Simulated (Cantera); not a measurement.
A closed system holds: 1 mol MgO, 2.8 mol H₂O, 0.058 mol H₂, held at 1100 °C and 101000 Pa.

These are equilibrium values from Cantera (NASA tables, ideal gas, pure condensed phases), not measurements of a reactor. Candidate condensed phases: H₂O, Mg, MgO, Mg(OH)₂; 15 gas species. Kinetics and transport are ignored.

Base state: H₂O 0.980, H₂ 0.0203 (mole fractions); condensed: MgO(s).

Problem. What changes in the equilibrium state with this change: MgO replaced by TiO₂?

Solution. 
```csv
species,before,after
H₂O,0.980,0.980
H₂,0.0203,0.0203
"MgO(s), mol",1.00,0
"TiO₂(rutile), mol",0,1.00
```
Gases not in the tables: TiO(OH)₂. Further candidate phases: Ti, TiO, TiO₂, Ti₂O₃, Ti₃O₅, Ti₄O₇.
